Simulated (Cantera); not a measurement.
What does this Cantera script print?

```python
import numpy as np
import cantera as ct

gas = ct.Solution("gri30.yaml")


def delay(T, t_max=10):
    gas.TPX = T, 53000, {'CH4': 1, 'CO': 0.074, 'O2': 3.13, 'N2': 19.4}
    reactor = ct.IdealGasConstPressureReactor(gas, clone=False)
    net = ct.ReactorNet([reactor])
    net.rtol, net.atol = 1e-8, 1e-16
    while net.time < t_max:
        t_old, T_old = net.time, reactor.T
        net.step()
        if reactor.T > T + 400:  # ignition: a rise of 400 K
            return t_old + (T + 400 - T_old) / (reactor.T - T_old) * (net.time - t_old)
    return np.nan


taus = []
for T in [1200, 1275, 1350, 1425, 1500, 1575, 1650, 1725, 1800]:
    taus.append(delay(T))
    print(f"T0 = {T:6g} K   tau = {taus[-1]:.4e} s")
```

It prints:

```
T0 =   1200 K   tau = 9.9744e-02 s
T0 =   1275 K   tau = 3.3942e-02 s
T0 =   1350 K   tau = 1.2696e-02 s
T0 =   1425 K   tau = 5.2664e-03 s
T0 =   1500 K   tau = 2.4418e-03 s
T0 =   1575 K   tau = 1.2573e-03 s
T0 =   1650 K   tau = 7.0579e-04 s
T0 =   1725 K   tau = 4.2465e-04 s
T0 =   1800 K   tau = 2.7676e-04 s
```

Detailed kinetics in Cantera: GRI-Mech 3.0 (53 species, 325 reactions).
